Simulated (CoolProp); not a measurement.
Vapour-liquid equilibrium of hexamethyldisiloxane (MM) (1) + toluene (2) at 161.95 °C; x and y are mole fractions of (1).

Model: multi-fluid Helmholtz-energy mixture model, Thol 2016 and Lemmon 2006; pair parameters Bell 2016, in CoolProp.

```csv
x,"bubble pressure, mixture model (bar)","bubble pressure, Raoult's law (bar)","y, mixture model","y, Raoult's law"
0.05,(withheld),3.627,(withheld),0.062
0.2,(withheld),3.766,(withheld),0.239
0.35,4.079,3.906,(withheld),0.404
0.5,4.240,4.045,0.551,0.557
0.65,4.365,4.184,0.684,0.700
0.8,4.454,4.323,(withheld),0.834
0.95,4.503,4.462,0.951,0.960
```

Question: What belongs in the gaps?

Answer: 
- 0.05, bubble pressure, mixture model (bar): 3.661
- 0.05, y, mixture model: 0.068
- 0.2, bubble pressure, mixture model (bar): 3.885
- 0.2, y, mixture model: 0.252
- 0.35, y, mixture model: 0.410
- 0.8, y, mixture model: 0.814

The largest gap from Raoult's law is +4.8 % in bubble pressure, at x = 0.5. No azeotrope shows between x = 0.05 and 0.95.

The pair parameters rest on a limited set of measurements; away from them the model extrapolates.
